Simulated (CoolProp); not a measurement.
The fluid at 293.15 K and 0.446 MPa flows at 6.9 m/s in a round tube of 100 mm bore and 15 µm roughness, fully developed (64/Re and Nu = 3.66 if laminar; Colebrook and Gnielinski if turbulent). The same conditions are run with several fluids, on thermodynamics alone (safety and materials aside).

The numbers come from the reference Helmholtz-energy equation of state of each fluid (R245fa: Akasaka 2015; n-hexane: Thol 2019; o-xylene: Zhou 2012; isobutane: Bücker 2006; n-octane: Beckmüller 2019) in CoolProp.

| fluid | Reynolds number | Darcy friction factor | pressure drop (Pa/m) | heat-transfer coefficient (W/(m² K)) | mass flow (kg/h) |
|---|---|---|---|---|---|
| R245fa | 2220000 | 0.0135 | 4360 | 9460 | 264000 |
| n-hexane | 1450000 | 0.0138 | 2170 | 8110 | 129000 |
| o-xylene | 747000 | 0.0144 | 3020 | 6190 | 172000 |
| isobutane | 2410000 | 0.0135 | 1790 | 8460 | 109000 |
| n-octane | 888000 | 0.0142 | 2380 | 6620 | 137000 |

Transport values come from each fluid's own correlations; those of R245fa are estimates that may be off by 10 % or more.
